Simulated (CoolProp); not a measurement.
Vapour-liquid equilibrium of R114 (1) + R113 (2) at 820 kPa; x and y are mole fractions of (1).

Model: multi-fluid Helmholtz-energy mixture model, Platzer 1990 and Marx 1992; pair parameters Bell 2016, in CoolProp. This equation is an older, rougher fit; its heat capacities, sound speeds and derivatives of the liquid may be far off and weren't checked against measurements.

```
x      bubble temperature (°C)  y at the bubble point  dew temperature at overall composition x (°C)  liquid density (mol/L)
-----  -----------------------  ---------------------  ---------------------------------------------  ----------------------
0.05                     125.1                      ?                                          127.3                   6.879
0.125                    119.3                  0.254                                          124.4                   6.959
0.2                      113.9                  0.379                                          121.5                   7.034
0.275                    108.8                  0.486                                          118.4                   7.103
0.35                     104.1                  0.577                                          115.2                       ?
0.425                     99.7                  0.656                                          111.7                   7.225
0.5                          ?                      ?                                              ?                   7.278
0.575                     91.8                  0.781                                          104.2                   7.326
0.65                      88.3                      ?                                          100.0                   7.369
0.725                     85.0                  0.876                                           95.5                   7.407
0.8                       81.9                  0.915                                           90.5                   7.441
0.875                     79.0                  0.949                                           85.0                   7.471
0.95                         ?                  0.981                                           78.9                   7.498
```

Question: Complete the blanks.

Answer: 
- 0.05, y at the bubble point: 0.109
- 0.35, liquid density (mol/L): 7.167
- 0.5, bubble temperature (°C): 95.6
- 0.5, y at the bubble point: 0.723
- 0.5, dew temperature at overall composition x (°C): 108.1
- 0.65, y at the bubble point: 0.832
- 0.95, bubble temperature (°C): 76.2

No azeotrope shows between x = 0.05 and 0.95.

Pair parameters are fitted to limited data, so mixtures are less certain than the pure fluids.
